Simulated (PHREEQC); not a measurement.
Dissolve 0.01 mol Fe2(SO4)3 per kg of water at 20 °C. Closed to the air; pH follows from the charge balance.

Computed with PHREEQC (ion-association model, wateq4f.dat).

Each row changes one thing in this solution. This is a speciation only: nothing precipitates in the calculation.

```tsv
case	pH	ionic strength (mol/kgw)	SO4-2 (mol/kgw)	HSO4- (mol/kgw)
as made	2.81	0.0424	0.0109	0.000865
Fe2(SO4)3 replaced by NiSO4 at the same molality	6.27	0.0290	0.00724	2.13e-7
Fe2(SO4)3 from 0.01 to 0.015 mol/kgw	2.75	0.0596	0.0151	0.00126
Fe2(SO4)3 from 0.01 to 0.02 mol/kgw	2.71	0.0762	0.0189	0.00166
Fe2(SO4)3 replaced by Na2SO4 at the same molality	7.16	0.0290	0.00952	3.63e-8
0.0021 mol/kgw HNO3 added	2.65	0.0405	0.00995	0.00115
0.0052 mol/kgw NH4HF2 added	2.54	0.0582	0.0153	0.00212
Fe2(SO4)3 from 0.01 to 0.05 mol/kgw	2.57	0.167	0.0388	0.00388
```

Some of these states are supersaturated (in Hematite (slow to form), Goethite (slow to form), for instance). Fluoro complexes past AlF4- and FeF3 are missing from the database.
